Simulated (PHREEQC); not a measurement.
Solution (20 °C): 0.019 mol/kgw ZnSO4, 0.0015 mol/kgw H3BO3 and 0.017 mol/kgw NiCl2. Closed to the air; pH follows from the charge balance.

The numbers come from PHREEQC with the ion-association model, wateq4f.dat.

Problem. The ionic strength comes out as 0.0906 mol/kgw. What activity coefficients do ZnCl+, Ni(SO4)2-2, ZnOH+, H+, HSO4- get?

Solution. ZnCl+ 0.78, Ni(SO4)2-2 0.39, ZnOH+ 0.79, H+ 0.83, HSO4- 0.79.

Precipitation was switched off in this run.
